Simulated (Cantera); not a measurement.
A closed system holds: 1 mol FeCl2, 0.35 mol H2, 0.83 mol O2, held at 0.540 Pa.

Method: chemical equilibrium by Gibbs-energy minimisation in Cantera with the NASA 1993 tables (ideal gas, pure condensed phases). Candidate condensed phases: Fe, FeCl2, FeCl3, FeO, Fe(OH)2, Fe(OH)3, Fe2O3, Fe3O4, H2O; 22 gas species. Condensed phases not in the tables: FeOCl. Rates play no part.

x: gas mole fraction; n: condensed amount in mol.

```csv
T (K),x HCl,x Cl2,x O2,x FeCl2,x Cl,x FeCl3,n Fe2O3(s)
650,0.482,0.460,0.0540,2.03e-8,3.79e-5,1.18e-5,0.500
700,0.486,0.457,0.0551,6.63e-7,0.000192,8.83e-5,0.500
750,0.487,0.454,0.0558,1.34e-5,0.000787,0.000500,0.500
800,0.487,0.450,0.0573,…,…,…,0.498
850,0.485,0.435,0.0622,…,…,…,0.493
900,0.478,0.398,0.0757,0.0100,0.0201,0.0181,0.479
950,0.460,0.323,0.104,0.0393,0.0433,0.0294,0.448
1000,0.429,0.214,0.148,0.101,0.0773,0.0305,0.393
```

Task: Complete the blanks.

Result: 
- 850, x FeCl2: 0.00165
- 850, x Cl: 0.00792
- 850, x FeCl3: 0.00744
- 800, x FeCl2: 0.000181
- 800, x Cl: 0.00270
- 800, x FeCl3: 0.00220
